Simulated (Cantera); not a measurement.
What does this Cantera script print?

```python
import numpy as np
import cantera as ct

gas_names = """
    CL CL2 H HCL H2 Si SiCL SiCL2 SiCL3 SiCL4 SiH SiHCL3 SiH2 SiH2CL2 SiH3 SiH3CL SiH4 Si2 Si3
""".split()
cond_names = """
    Si(cr) Si(L)
""".split()


# ... load() reads the species with a 1 bar reference pressure and builds the phases ...
atoms = {
    'SiCl4': {'Si': 1, 'CL': 4},
    'H2': {'H': 2},
}
top_T = {}  # K; cautious upper limits of use, not melting points


# ... equilibrate(T, P, feed) seeds the gas with the atoms and calls Mixture.equilibrate('TP', solver="vcs", rtol=1e-11, max_steps=5000) ...
results = []
feed = {'SiCl4': 1, 'H2': 62}  # mol
P = 101325  # Pa
for T in [1023, 1048, 1073, 1098, 1123, 1148, 1173, 1198, 1223, 1248, 1273]:
    mix = equilibrate(T, P, feed)
    results.append((T, P, feed, dict(zip(mix.species_names, mix.species_moles))))
    x = sorted(zip(gas.X, gas.species_names), reverse=True)
    print(f"T = {T:g} K  P = {P:g} Pa  gas = {mix.phase_moles(0):.4g} mol")
    print("   x: " + "  ".join(f"{s} {v:.3e}" for v, s in x if v > 1e-06))
    print("   condensed (mol): " + ("  ".join(f"{mix.phase(i).name} {mix.phase_moles(i):.4g}"
          for i in range(1, mix.n_phases) if mix.phase_moles(i) > 1e-12) or "none"))
```

Output:

```
T = 1023 K  P = 101325 Pa  gas = 63.01 mol
   x: H2 9.752e-01  HCL 8.964e-03  SiCL4 7.748e-03  SiHCL3 7.133e-03  SiH2CL2 7.271e-04  SiCL3 1.667e-04  SiCL2 7.572e-05  SiH3CL 1.910e-05
   condensed (mol): none
T = 1048 K  P = 101325 Pa  gas = 63.02 mol
   x: H2 9.744e-01  HCL 9.714e-03  SiHCL3 7.398e-03  SiCL4 7.210e-03  SiH2CL2 8.634e-04  SiCL3 2.333e-04  SiCL2 1.383e-04  SiH3CL 2.622e-05
   condensed (mol): none
T = 1073 K  P = 101325 Pa  gas = 63.03 mol
   x: H2 9.735e-01  HCL 1.078e-02  SiHCL3 7.454e-03  SiCL4 6.738e-03  SiH2CL2 9.626e-04  SiCL3 3.129e-04  SiCL2 2.324e-04  SiH3CL 3.264e-05
   condensed (mol): Si(cr) 0.008268
T = 1098 K  P = 101325 Pa  gas = 63.07 mol
   x: H2 9.721e-01  HCL 1.272e-02  SiHCL3 7.112e-03  SiCL4 6.396e-03  SiH2CL2 9.460e-04  SiCL3 3.921e-04  SiCL2 3.379e-04  SiH3CL 3.334e-05
   condensed (mol): Si(cr) 0.04018
T = 1123 K  P = 101325 Pa  gas = 63.12 mol
   x: H2 9.705e-01  HCL 1.485e-02  SiHCL3 6.734e-03  SiCL4 6.008e-03  SiH2CL2 9.244e-04  SiCL3 4.817e-04  SiCL2 4.799e-04  SiH3CL 3.390e-05
   condensed (mol): Si(cr) 0.0745
T = 1148 K  P = 101325 Pa  gas = 63.17 mol
   x: H2 9.688e-01  HCL 1.715e-02  SiHCL3 6.320e-03  SiCL4 5.577e-03  SiH2CL2 8.973e-04  SiCL2 6.660e-04  SiCL3 5.801e-04  SiH3CL 3.431e-05
   condensed (mol): Si(cr) 0.1108
T = 1173 K  P = 101325 Pa  gas = 63.23 mol
   x: H2 9.669e-01  HCL 1.960e-02  SiHCL3 5.873e-03  SiCL4 5.107e-03  SiCL2 9.033e-04  SiH2CL2 8.646e-04  SiCL3 6.840e-04  SiH3CL 3.455e-05
   condensed (mol): Si(cr) 0.1485
T = 1198 K  P = 101325 Pa  gas = 63.29 mol
   x: H2 9.650e-01  HCL 2.215e-02  SiHCL3 5.395e-03  SiCL4 4.604e-03  SiCL2 1.197e-03  SiH2CL2 8.262e-04  SiCL3 7.894e-04  SiH3CL 3.460e-05
   condensed (mol): Si(cr) 0.187
T = 1223 K  P = 101325 Pa  gas = 63.35 mol
   x: H2 9.630e-01  HCL 2.478e-02  SiHCL3 4.891e-03  SiCL4 4.078e-03  SiCL2 1.551e-03  SiCL3 8.908e-04  SiH2CL2 7.822e-04  SiH3CL 3.445e-05
   condensed (mol): Si(cr) 0.2253
T = 1248 K  P = 101325 Pa  gas = 63.42 mol
   x: H2 9.610e-01  HCL 2.742e-02  SiHCL3 4.371e-03  SiCL4 3.542e-03  SiCL2 1.964e-03  SiCL3 9.819e-04  SiH2CL2 7.330e-04  SiH3CL 3.409e-05
   condensed (mol): Si(cr) 0.2627
T = 1273 K  P = 101325 Pa  gas = 63.49 mol
   x: H2 9.589e-01  HCL 3.001e-02  SiHCL3 3.844e-03  SiCL4 3.010e-03  SiCL2 2.429e-03  SiCL3 1.056e-03  SiH2CL2 6.794e-04  SiH3CL 3.352e-05
   condensed (mol): Si(cr) 0.2983
```

These are equilibrium values from Cantera (NASA tables, ideal gas, pure condensed phases), not measurements of a reactor. The tables' values for SiCl3 are old estimates; treat these amounts as uncertain.
